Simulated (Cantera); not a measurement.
Gas mixture: H2 : C2H6 : H2O = 0.9 : 0.3 : 0.71 (molar parts), at 1.20 bar, frozen composition.

Cantera's kinetic-theory transport with the Lennard-Jones parameters of GRI-Mech 3.0, ideal gas; thermal conductivity in the mixture-averaged form. Polar gases are described roughly by these parameters. The composition is frozen, though it would react at the higher temperatures.

One state of this run: ρ (kg/m³) = 0.0940; cp (J/kg/K) = 4807; μ (µPa s) = 52.2; λ (mW/m/K) = 428; Pr = 0.587; D (cm²/s) NH3 = 7.52; D (cm²/s) OH = 9.54; D (cm²/s) CH3 = 6.73. D: mixture-averaged diffusion coefficient of that species in the mixture.

Question: Which value of T (K) does it belong to?
(A) 1900
(B) 650
(C) 1150
(D) 1400

Answer: A, 1900
